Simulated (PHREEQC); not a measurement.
Make-up at 25 °C: 0.44 mol/kgw NaHSO4. Closed to the air; pH follows from the charge balance.

Computed with PHREEQC (ion-association model, phreeqc.dat).

Question: The ionic strength comes out as 0.655 mol/kgw. What activity coefficients do SO4-2, NaSO4-, HSO4-, Na+, H+ get?

Answer: SO4-2 0.18, NaSO4- 0.68, HSO4- 0.74, Na+ 0.72, H+ 0.76.

No solid was allowed to form.
